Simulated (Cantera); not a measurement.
# Premixed flame

A freely propagating, adiabatic, planar premixed flame of CH4 : O2 : N2 = 1 : 1.54 : 5.78 (molar parts), unburnt at 300 K and 6000 Torr; mixture-averaged transport, grid criteria slope 0.08 and curve 0.16, no radiation.

Computed with Cantera and GRI-Mech 3.0 (53 species, 325 reactions). Burning velocities carry a grid error of a few per cent, more on coarse grids.

```
z (mm)   T (K)  u (m/s)     x CH4      x O2    x CH2O    x HCO   x CH2CO     x NO
-------  -----  -------  --------  --------  --------  -------  --------  -------
-0.649     300   0.0819     0.120     0.185   2.23e-8    <1e-8     <1e-8    <1e-8
-0.432     305   0.0834     0.119     0.184   1.33e-6    <1e-8   7.91e-8    <1e-8
-0.324     330   0.0906     0.117     0.182   1.35e-5    <1e-8   1.01e-6    <1e-8
-0.216     490    0.136     0.106     0.169  0.000165    <1e-8   1.68e-5  1.95e-8
-0.108    1044    0.296    0.0688     0.117   0.00109  1.54e-8  0.000161  7.92e-7
-0.0541   1469    0.420    0.0382    0.0699   0.00119  9.44e-7  0.000357  2.72e-6
0         1843    0.531    0.0121    0.0251  0.000312  2.27e-6  0.000309  5.01e-6
0.0541    2003    0.577   0.00355   0.00619   7.46e-5  9.06e-7   7.63e-5  8.00e-6
0.108     2047    0.589   0.00182   0.00172   2.66e-5  2.94e-7   2.51e-5  1.02e-5
0.216     2064    0.594   0.00104  0.000242   8.05e-6  7.85e-8   7.08e-6  1.24e-5
0.432     2066    0.594  0.000583   1.24e-5   3.09e-6  3.90e-8   2.69e-6  1.49e-5
0.865     2064    0.594  0.000247   5.27e-7   1.20e-6  3.08e-8   1.00e-6  1.93e-5
1.73      2063    0.594   4.85e-5   4.29e-7   2.34e-7  2.77e-8   1.63e-7  2.60e-5
```
x: mole fraction of selected species; z is measured from the peak of heat release.

```json
{
  "laminar_burning_velocity": "8.17 cm/s",
  "thermal_thickness": "0.216 mm",
  "peak x(CH2O)": "0.00134",
  "peak x(HCO)": "2.37e-6",
  "peak x(CH2CO)": "0.000416",
  "grid_points": "135"
}
```
